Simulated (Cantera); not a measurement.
Charge: 1 mol SiO₂, 20 mol Cl₂, held at 100 Torr.

Cantera equilibrium calculation (NASA polynomials, part measured and part estimated; ideal gas, pure solids and liquids). Candidate condensed phases: Si, SiO₂; 15 gas species. The tables hold silica as quartz up to 1696 K and as liquid above; real silica turns to tridymite and cristobalite and melts near 1996 K. Rates play no part.

Which condensed phases are stable at each of these points (T (°C)): 450, 525, 600, 675, 750, 825, 900, 975, 1050, 1125, 1200, 1275?


```
T (°C)  condensed phases  Si condensed (%)
------  ----------------  ----------------
450       SiO₂(α-quartz)             100.0
525       SiO₂(α-quartz)             100.0
600       SiO₂(β-quartz)             100.0
675       SiO₂(β-quartz)             100.0
750       SiO₂(β-quartz)             100.0
825       SiO₂(β-quartz)             100.0
900       SiO₂(β-quartz)              99.9
975       SiO₂(β-quartz)              99.8
1050      SiO₂(β-quartz)              99.6
1125      SiO₂(β-quartz)              99.2
1200      SiO₂(β-quartz)              98.7
1275      SiO₂(β-quartz)              97.9
```

From 450 °C to 525 °C the condensed part is SiO₂(α-quartz). From 600 °C to 1275 °C the condensed part is SiO₂(β-quartz).
